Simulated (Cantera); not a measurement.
A diamond (100) surface in a fixed gas of H2 with x(CH4) = 0.01, x(H) = 0.00042, x(CH3) = 0.00051, at 1300 K; coverages are run to steady state.

Computed with Cantera and the Harris–Goodwin 1993 mechanism for the reconstructed diamond (100) surface.

θ: site fractions in the mechanism's names (c6HH fully hydrogenated, c6H* and c6*H radical sites, c6** diradical, c6HM methylated).

```json
[
 {"P (Pa)": "1200", "growth (µm/h)": "0.139", "θ c6HH": "0.481", "θ c6H*": "0.0427", "θ c6*H": "0.456", "θ c6**": "0.0168", "θ c6HM": "0.000178"},
 {"P (Pa)": "2000", "growth (µm/h)": "0.302", "θ c6HH": "0.481", "θ c6H*": "0.0426", "θ c6*H": "0.455", "θ c6**": "0.0165", "θ c6HM": "0.000304"},
 {"P (Pa)": "3400", "growth (µm/h)": "0.637", "θ c6HH": "0.481", "θ c6H*": "0.0426", "θ c6*H": "0.455", "θ c6**": "0.0162", "θ c6HM": "0.000531"},
 {"P (Pa)": "5700", "growth (µm/h)": "(withheld)", "θ c6HH": "0.480", "θ c6H*": "0.0425", "θ c6*H": "0.454", "θ c6**": "0.0160", "θ c6HM": "(withheld)"},
 {"P (Pa)": "9700", "growth (µm/h)": "2.51", "θ c6HH": "0.480", "θ c6H*": "0.0424", "θ c6*H": "0.453", "θ c6**": "0.0158", "θ c6HM": "0.00156"},
 {"P (Pa)": "16000", "growth (µm/h)": "4.77", "θ c6HH": "0.479", "θ c6H*": "0.0423", "θ c6*H": "0.452", "θ c6**": "0.0157", "θ c6HM": "0.00258"},
 {"P (Pa)": "27000", "growth (µm/h)": "(withheld)", "θ c6HH": "0.477", "θ c6H*": "0.0422", "θ c6*H": "0.451", "θ c6**": "0.0156", "θ c6HM": "(withheld)"},
 {"P (Pa)": "46000", "growth (µm/h)": "20.1", "θ c6HH": "0.475", "θ c6H*": "0.0420", "θ c6*H": "0.448", "θ c6**": "0.0155", "θ c6HM": "0.00719"}
]
```

Task: Complete the blanks.

Result: 
- 5700, growth (µm/h): 1.27
- 5700, θ c6HM: 0.000907
- 27000, growth (µm/h): 9.53
- 27000, θ c6HM: 0.00431
